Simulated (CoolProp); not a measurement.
A single-stage vapour-compression cycle with c-C4F8 (RC318): evaporating at 258.15 K (dew point), condensing at 311.15 K (bubble point), superheat 5 K, subcooling 5 K, compressor efficiency 0.85, no pressure losses. Each further row changes one setting.

Values from CoolProp's reference Helmholtz-energy equation of state, Platzer 1990. This equation is an older, rougher fit; its heat capacities, sound speeds and derivatives of the liquid may be far off and weren't checked against measurements.

| case | cooling COP | pressure ratio | discharge temperature (K) | refrigerating effect (kJ/kg) | volumetric capacity (kJ/m³) |
|---|---|---|---|---|---|
| as stated | 3.03 | 6.76 | 311.1 | 71.9 | 466 |
| evaporating temperature 263.15 K | 3.55 | 5.43 | 311.1 | 75.4 | 600 |
| condensing temperature 306.15 K | 3.52 | 5.83 | 306.2 | 77.6 | 502 |
| subcooling 10 K | 3.26 | 6.76 | 311.1 | 77.6 | 502 |
| superheat 15 K | 3.15 | 6.76 | 312.0 | 79.4 | 493 |
| compressor efficiency 0.75 | 2.67 | 6.76 | 311.1 | 71.9 | 466 |

The compression ends wet for: as stated; evaporating temperature 263.15 K; condensing temperature 306.15 K; subcooling 10 K; compressor efficiency 0.75.
